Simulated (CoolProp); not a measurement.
Computed with CoolProp (reference Helmholtz-energy equation of state, Thol 2017).

Problem. For octamethyltrisiloxane (MDM), give the phase and the cp (kJ/(kg K)), Joule-Thomson coefficient (K/MPa), isothermal compressibility (1/MPa) at 202.65 °C and 9.02 bar.

Solution. 
- 202.65 °C and 9.02 bar: liquid; cp 2.26, Joule-Thomson coefficient 0.138, isothermal compressibility 0.0142
